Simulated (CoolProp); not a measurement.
Sulfur dioxide along the isotherm 251.85 °C: fugacity coefficient from the reference equation and from simpler models built on Tc = 157.5 °C, pc = 7887 kPa, ω = 0.256; each cubic takes its own stable root.

The numbers come from the reference Helmholtz-energy equation of state, Gao 2016 in CoolProp.

```tsv
p (kPa)	phase	reference
62.3	gas	0.9987
128	gas	0.9972
263	gas	0.9943
540	gas	0.9884
1110	gas	0.9763
2280	gas	0.9516
4680	gas	0.9022
9600	supercritical	0.8064
19700	supercritical	0.6414
```

Question: How far does each simpler model (Redlich-Kwong, Peng-Robinson) lie from the reference over these 9 states: mean and median of the absolute difference, and the worst?

Answer: 
- Redlich-Kwong: mean 1.0 %, median 0.3 %, worst -4.4 % at 251.85 °C and 19700 kPa
- Peng-Robinson: mean 0.8 %, median 0.4 %, worst -2.4 % at 251.85 °C and 9600 kPa
